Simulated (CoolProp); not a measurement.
R1233zd(E) at several states: density (kg/m³) from the reference equation and from simpler models built on Tc = 165.7 °C, pc = 3.583 MPa, ω = 0.304; each cubic takes its own stable root.

Computed with CoolProp (reference Helmholtz-energy equation of state, Akasaka 2022).

| T (°C) | p (MPa) | phase | reference |
|---|---|---|---|
| 68.85 | 11.4 | liquid | 1196 |
| -52.45 | 0.0533 | liquid | 1435 |
| 29.45 | 0.0452 | gas | 2.382 |
| 75.55 | 0.395 | gas | 19.59 |

**Question.** How far does each simpler model (Redlich-Kwong, Soave-Redlich-Kwong) lie from the reference over these 4 states: mean and median of the absolute difference, and the worst?

**Answer.** 
- Redlich-Kwong: mean 6.8 %, median 6.8 %, worst -13.2 % at -52.45 °C and 0.0533 MPa
- Soave-Redlich-Kwong: mean 5.2 %, median 4.9 %, worst -10.9 % at -52.45 °C and 0.0533 MPa
